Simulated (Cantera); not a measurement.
Input: 1 mol SO2, 0.57 mol O2, at 973.15 K and 89.0 Pa.

These are equilibrium values from Cantera (NASA tables, ideal gas, pure condensed phases), not measurements of a reactor. Candidate condensed phases: S; 10 gas species. Rates play no part.

Base state: SO2 0.618, O2 0.354, SO3 0.0274 (mole fractions); condensed: gas only.

Problem. What changes in the equilibrium state with this change: SO2 replaced by PH3?

Solution. 
| species | before | after |
|---|---|---|
| H2 | 0 | 0.720 |
| H2O | 0 | 0.111 |
| P2 | 0 | 0.0597 |
| SO2 | 0.618 | 0 |
| O2 | 0.354 | <1e-9 |
| P4 | 0 | 0.0566 |
| P4O10 | 0 | 0.0521 |
| SO3 | 0.0274 | 0 |
| PO2 | 0 | 0.000104 |
| PO | 0 | 5.27e-5 |
Gases not in the tables: HPO2, HPO3 and P4O6. Further candidate phases: H2O, P, P4O10.
